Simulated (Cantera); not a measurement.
Mixture: H2 : O2 : N2 = 1 : 0.781 : 2.94 (molar parts), at 5.63 atm, adiabatic and at constant pressure. Ignition delay is the time to a rise of 400 K.

Cantera simulation using GRI-Mech 3.0 (53 species, 325 reactions); the numbers are that mechanism's predictions, not measurements. The hydrogen kinetics of GRI-Mech 3.0 are dated; newer H2 mechanisms differ, most at raised pressure. Below about 950 K walls govern HO2 and H2O2 in real vessels. Where the delays flatten at high temperature, the 400 K rule measures the pace of heat release, not the induction time.

Task: What does this change do: pressure from 5.63 atm to 2.47 atm?

Result: 
```
quantity           before    after
---------------  --------  -------
delay at 898 K    0.212 s  0.320 s
delay at 1098 K  0.777 ms  63.0 µs
delay at 1298 K   6.41 µs  12.6 µs
delay at 1498 K   2.66 µs  6.59 µs
delay at 1698 K   1.70 µs  5.02 µs
```
